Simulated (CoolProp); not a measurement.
A simple Rankine cycle with R1336mzz(Z): condensing at 326.15 K, boiler at 1.55 MPa, turbine inlet 415.3 K, turbine efficiency 0.9, pump efficiency 0.7, no recuperator. Each further row changes one setting.

Computed with CoolProp (reference Helmholtz-energy equation of state, McLinden 2020).

```csv
case,thermal efficiency (%),net work (kJ/kg),heat in (kJ/kg),turbine exit temperature (K),volume ratio over the turbine
as stated,13.3,29.1,219,361.9,9.55
turbine inlet 435.3 K,13.1,32.2,245,384.9,8.84
condensing temperature 318.15 K,14.5,33.1,229,356.9,12.4
boiler pressure 1.08 MPa,11.4,26.2,230,375.7,5.90
turbine efficiency 0.8,11.7,25.7,219,365.3,9.66
```
